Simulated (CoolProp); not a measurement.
n-perfluorohexane at 444.67 K and 5.32 MPa is throttled through a valve to 0.431 MPa with no heat exchange. Each further row changes one setting.

The numbers come from the reference Helmholtz-energy equation of state, Gao 2022 in CoolProp.

| case | temperature change (K) | final phase | final density (kg/m³) |
|---|---|---|---|
| as stated | … | gas | 53.9 |
| outlet pressure 0.129 MPa | … | gas | … |
| outlet pressure 0.56 MPa | … | two-phase, vapour fraction 0.993 | … |

Q: Complete the blanks.

A: 
- as stated, temperature change (K): -55.2
- outlet pressure 0.129 MPa, temperature change (K): -59.6
- outlet pressure 0.129 MPa, final density (kg/m³): 14.3
- outlet pressure 0.56 MPa, temperature change (K): -52.5
- outlet pressure 0.56 MPa, final density (kg/m³): 75.2
